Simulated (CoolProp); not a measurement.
Values from CoolProp's reference Helmholtz-energy equation of state, Lemmon 2006. It is a short technical equation, of lower accuracy than the large ones.

Question: Give the vapour pressure (kPa), liquid density (kg/m³), liquid viscosity (µPa s), liquid conductivity (mW/(m K)) of saturated C2F6 (R116) at -41.25, -2.45, 1.85 °C.

Answer: 
```csv
T (°C),p (kPa),liquid density (kg/m³),liquid viscosity (µPa s),liquid conductivity (mW/(m K))
-41.25,516,1430,225,61.5
-2.45,1730,1160,111,45.5
1.85,1940,1120,99.9,43.5
```

Viscosity comes from a separate model (Huber 2003), an estimate that may be off by 10 % or more. Thermal conductivity comes from a separate model (Huber 2003), an estimate that may be off by 10 % or more.
